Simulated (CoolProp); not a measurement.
Saturation properties of c-C4F8 (RC318).

Values from CoolProp's reference Helmholtz-energy equation of state, Platzer 1990. This equation is an older, rougher fit; its heat capacities, sound speeds and derivatives of the liquid may be far off and weren't checked against measurements.

| T (°C) | p (MPa) | vapour density (kg/m³) | liquid conductivity (mW/(m K)) |
|---|---|---|---|
| -31.35 | 0.03098 | 3.138 | 77.7 |
| -22.65 | 0.04805 | 4.733 | 76.0 |
| -13.95 | 0.07195 | 6.912 | 74.3 |
| -5.25 | 0.1044 | 9.815 | 72.5 |
| 3.45 | 0.1473 | 13.60 | 70.5 |
| 12.15 | 0.2028 | 18.45 | 68.4 |
| 20.85 | 0.2731 | 24.59 | 66.3 |
| 29.55 | 0.3605 | 32.26 | 64.0 |
| 38.25 | 0.4676 | 41.78 | 61.7 |
| 46.95 | 0.5970 | 53.54 | 59.3 |
| 55.65 | 0.7515 | 68.06 | 56.8 |
| 64.35 | 0.9340 | 86.06 | 54.2 |

It boils at -6.0 °C under 1 atm.

Thermal conductivity comes from a separate model (Huber 2003), an estimate that may be off by 10 % or more.
